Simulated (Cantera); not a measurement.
## Premixed flame

A freely propagating, adiabatic, planar premixed flame of CO : H2 : O2 : N2 = 1 : 0.47 : 0.525 : 2.57 (molar parts), unburnt at 700 K and 81000 Pa; mixture-averaged transport, grid criteria slope 0.08 and curve 0.16, no radiation.

Model: GRI-Mech 3.0 (53 species, 325 reactions), integrated in Cantera. Burning velocities carry a grid error of a few per cent, more on coarse grids.

```tsv
z (mm)	T (K)	u (m/s)	x CO	x H2	x O2	x HO2	x N2O	x NO
-2.92	700	4.65	0.219	0.103	0.115	<1e-8	<1e-8	<1e-8
-1.95	700	4.65	0.219	0.103	0.115	<1e-8	<1e-8	<1e-8
-1.46	700	4.65	0.219	0.103	0.115	<1e-8	<1e-8	<1e-8
-0.973	700	4.65	0.219	0.103	0.115	1.37e-7	<1e-8	<1e-8
-0.486	703	4.67	0.219	0.102	0.115	8.72e-5	<1e-8	<1e-8
-0.243	809	5.32	0.218	0.0891	0.112	0.000112	<1e-8	<1e-8
0	1186	7.66	0.201	0.0428	0.0813	4.31e-5	1.28e-8	8.54e-7
0.243	1495	9.50	0.161	0.0161	0.0409	1.56e-5	5.65e-8	6.49e-6
0.486	1652	10.4	0.134	0.0160	0.0270	8.35e-6	5.82e-8	1.42e-5
0.973	1807	11.2	0.119	0.0178	0.0198	5.02e-6	5.24e-8	2.68e-5
1.95	1949	11.9	0.116	0.0171	0.0163	3.48e-6	5.38e-8	4.26e-5
3.89	2084	12.6	0.113	0.0156	0.0128	2.28e-6	5.55e-8	6.21e-5
7.78	2202	13.2	0.109	0.0140	0.00905	1.40e-6	5.65e-8	9.17e-5
```
x: mole fraction of selected species; z is measured from the peak of heat release.

```json
{
  "laminar_burning_velocity": "465 cm/s",
  "thermal_thickness": "0.973 mm",
  "peak x(HO2)": "0.000139",
  "grid_points": "152"
}
```
